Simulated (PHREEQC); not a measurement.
PHREEQC input (ion-association model, phreeqc.dat):

```
SOLUTION 1
  temp 25
  units mol/kgw
  pH 7 charge
  Cl 0.0059
  K 0.0059
END
SELECTED_OUTPUT 1
  -reset false
  -pH true
  -pe true
  -ionic_strength true
  -water true
  -totals Ca Cl F K
  -molalities H+ Ca+2 K+ Cl- F- OH- O2 HF HF2- CaOH+
  -equilibrium_phases Fluorite
  -saturation_indices Sylvite
PRINT
  -reset false
USE solution 1
REACTION_TEMPERATURE 1
  5 14 23 32 41 50 59 68 77 86 95
EQUILIBRIUM_PHASES 1
  Fluorite 0 0.2
  O2(g) -0.68 10
END
```

Selected output (columns that matter, 11 of 11 rows; T (°C) added in front):

```
T (°C)	pH	mu	Ca	F	m_H+	m_Ca+2	m_F-	m_OH-	Fluorite	si_Sylvite
5	7.4204	0.0064276	0.00017587	0.00035173	4.0892e-08	0.00017587	0.00035172	5.3344e-08	0.19982	-5.3235
14	7.2616	0.0064868	0.00019559	0.00039119	5.9017e-08	0.00019559	0.00039116	8.2861e-08	0.1998	-5.3748
23	7.12	0.0065436	0.00021449	0.00042898	8.1884e-08	0.00021449	0.00042894	1.247e-07	0.19979	-5.4232
32	6.9943	0.0065969	0.00023227	0.00046454	1.0952e-07	0.00023227	0.00046446	1.8267e-07	0.19977	-5.4688
41	6.8834	0.0066462	0.0002487	0.00049739	1.416e-07	0.0002487	0.00049727	2.6142e-07	0.19975	-5.512
50	6.786	0.006691	0.00026361	0.00052721	1.7747e-07	0.00026361	0.00052702	3.6652e-07	0.19974	-5.553
59	6.7011	0.0067309	0.00027688	0.00055376	2.1615e-07	0.00027688	0.00055347	5.0455e-07	0.19972	-5.5919
68	6.6276	0.0067656	0.00028845	0.00057689	2.5644e-07	0.00028845	0.00057647	6.8317e-07	0.19971	-5.629
77	6.5646	0.0067952	0.00029829	0.00059658	2.9702e-07	0.00029829	0.00059597	9.1108e-07	0.1997	-5.6643
86	6.5112	0.0068196	0.00030643	0.00061286	3.365e-07	0.00030643	0.000612	1.1981e-06	0.19969	-5.698
95	6.4666	0.0068391	0.00031291	0.00062582	3.7362e-07	0.00031291	0.00062464	1.5548e-06	0.19969	-5.7303
```

Species that the database lacks are ignored. Away from 25 °C the constants follow the database's enthalpies or fits; those with neither stay at their 25 °C values.
